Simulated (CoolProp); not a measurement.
Values from CoolProp's reference Helmholtz-energy equation of state, Zhou 2014.

Problem. Give the vapour pressure (MPa), vapour density (kg/m³), enthalpy of vaporisation (kJ/kg), liquid cp (kJ/(kg K)) of saturated cyclohexane at 120.55 °C.

Solution. 
```
T (°C)  p (MPa)  vapour density (kg/m³)  enthalpy of vaporisation (kJ/kg)  liquid cp (kJ/(kg K))
------  -------  ----------------------  --------------------------------  ---------------------
120.55    0.292                    8.15                               327                   2.34
```
